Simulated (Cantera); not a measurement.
Charge: 1 mol Si, 1.2 mol HF, 18 mol N₂, 5.4 mol Cl₂, held at 1025 K and 0.0133 bar.

Method: chemical equilibrium by Gibbs-energy minimisation in Cantera with the NASA 1993 tables (ideal gas, pure condensed phases). Candidate condensed phases: NH₄Cl, Si, Si₃N₄; 49 gas species. Equilibrium is a limit: real reactors are often held back by kinetics, nucleation or transport.

Base state: N₂ 0.762, Cl₂ 0.143, HCl 0.0508, SiCl₄ 0.0296, SiF₄ 0.0127, Cl 0.00183, HF 4.84e-5 (mole fractions); condensed: gas only.

Q: What changes in the equilibrium state with this change: pressure from 0.0133 bar to 0.000480 bar?

A: 
```csv
species,before,after
N₂,0.762,0.759
Cl₂,0.143,0.139
HCl,0.0508,0.0506
Cl,0.00183,0.00951
SiCl₄,0.0296,0.0295
SiF₄,0.0127,0.0126
HF,4.84e-5,4.82e-5
```
